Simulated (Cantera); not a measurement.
Input (Python, Cantera) and output of one run.

```python
import numpy as np
import cantera as ct

gas_names = """
    B BH BH2 BH3 BN B2 H H2 N NH NH2 NH3 N2 N2H2 N2H4
""".split()
cond_names = """
    B(b) B(L) BN(s)
""".split()


def load(file, names, dense=False):
    # The tables refer to 1 bar. Condensed volumes are neglected.
    table = {s.name: s for s in ct.Species.list_from_file(file)}
    out = []
    for n in names:
        d = dict(table[n].input_data)
        d["thermo"] = dict(d["thermo"], **{"reference-pressure": 1e5})
        if dense:
            d["equation-of-state"] = {"model": "constant-volume", "density": "1e6 g/cm^3"}
        out.append(ct.Species.from_dict(d))
    return out


gas = ct.Solution(thermo="ideal-gas", species=load("nasa_gas.yaml", gas_names))
cond = {s.name: ct.Solution(thermo="fixed-stoichiometry", species=[s], name=s.name)
        for s in load("nasa_condensed.yaml", cond_names, dense=True)}
atoms = {
    'B2H6': {'B': 2, 'H': 6},
    'NH3': {'N': 1, 'H': 3},
    'N2': {'N': 2},
}
top_T = {'BN(s)': 3200}  # K; cautious upper limits of use, not melting points


def equilibrate(T, P, feed):
    n = {}
    for name, mol in feed.items():
        for a, k in atoms[name].items():
            n[a] = n.get(a, 0.0) + k * mol
    gas.TPX = T, P, n
    mass = sum(n.values()) * gas.mean_molecular_weight
    gas.equilibrate("TP")
    valid = [c for c in cond.values() if c.min_temp <= T <= top_T.get(c.name, c.max_temp)]
    mix = ct.Mixture([(gas, mass / gas.mean_molecular_weight)] + [(c, 0.0) for c in valid])
    mix.T, mix.P = T, P
    mix.equilibrate("TP", solver="vcs", rtol=1e-11, max_steps=5000)
    return mix


results = []
feed = {'B2H6': 1, 'NH3': 5.4, 'N2': 6.4}  # mol
T = 825  # K
P = 190  # Pa
mix = equilibrate(T, P, feed)
results.append((T, P, feed, dict(zip(mix.species_names, mix.species_moles))))
print(gas.report(threshold=1e-05))
for i in range(1, mix.n_phases):
    print(f"{mix.phase(i).name:16s} {mix.phase_moles(i):12.5e} mol")
```

It prints:

```
       temperature   825 K
          pressure   190 Pa
           density   0.00035964 kg/m^3
  mean mol. weight   12.984 kg/kmol
   phase of matter   gas

                          1 kg             1 kmol
                     ---------------   ---------------
          enthalpy        1.2019e+06        1.5605e+07  J
   internal energy        6.7358e+05        8.7457e+06  J
           entropy             18806        2.4418e+05  J/K
    Gibbs function       -1.4313e+07       -1.8584e+08  J
 heat capacity c_p            2349.6             30507  J/K
 heat capacity c_v            1709.2             22192  J/K

                      mass frac. Y      mole frac. X     chem. pot. / RT
                     ---------------   ---------------   ---------------
                H2          0.089765           0.57812           -23.863
                N2           0.91023           0.42187            -31.52
     [  +13 minor]        1.6651e-06        1.2695e-06

B(b)              0.00000e+00 mol
BN(s)             2.00000e+00 mol
```

Method: chemical equilibrium by Gibbs-energy minimisation in Cantera with the NASA 1993 tables (ideal gas, pure condensed phases). The feed counts by its element totals alone.
